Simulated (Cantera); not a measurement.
A closed system holds: 1 mol Si, 3.2 mol NF3, equilibrated at 450 K and 1.20 mbar.

Method: chemical equilibrium by Gibbs-energy minimisation in Cantera with the NASA 1993 tables (ideal gas, pure condensed phases). Candidate condensed phases: Si, Si3N4; 16 gas species. Equilibrium is a limit: real reactors are often held back by kinetics, nucleation or transport.

Base state: NF3 0.528, SiF4 0.283, N2 0.189, F2 0.000469 (mole fractions); condensed: gas only.

Problem. What changes in the equilibrium state with this change: temperature from 450 K to 1148.15 K?

Solution. 
```csv
species,before,after
F,4.01e-7,0.677
N2,0.189,0.196
SiF4,0.283,0.122
NF3,0.528,8.62e-9
F2,0.000469,0.00440
```
